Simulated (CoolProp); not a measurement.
A simple Rankine cycle with hexamethyldisiloxane (MM): condensing at 293.15 K, boiler at 0.79 MPa, turbine inlet 504.5 K, turbine efficiency 0.85, pump efficiency 0.8, no recuperator. Each further row changes one setting.

Model: reference Helmholtz-energy equation of state, Thol 2016, in CoolProp.

| case | thermal efficiency (%) | net work (kJ/kg) | heat in (kJ/kg) | turbine exit temperature (K) | volume ratio over the turbine |
|---|---|---|---|---|---|
| as stated | 17.2 | 101 | 583 | 443.5 | 198 |
| turbine inlet 524.5 K | 16.9 | 106 | (withheld) | 463.5 | 192 |
| condensing temperature 285.15 K | 18.2 | 109 | 598 | 439.1 | 303 |
| boiler pressure 0.553 MPa | 16.3 | 95.9 | 590 | (withheld) | 130 |
| turbine efficiency 0.75 | 15.2 | (withheld) | 583 | 449.9 | 201 |

Task: Some entries are withheld; supply them.

Result: 
- turbine inlet 524.5 K, heat in (kJ/kg): 626
- boiler pressure 0.553 MPa, turbine exit temperature (K): 449.4
- turbine efficiency 0.75, net work (kJ/kg): 88.6
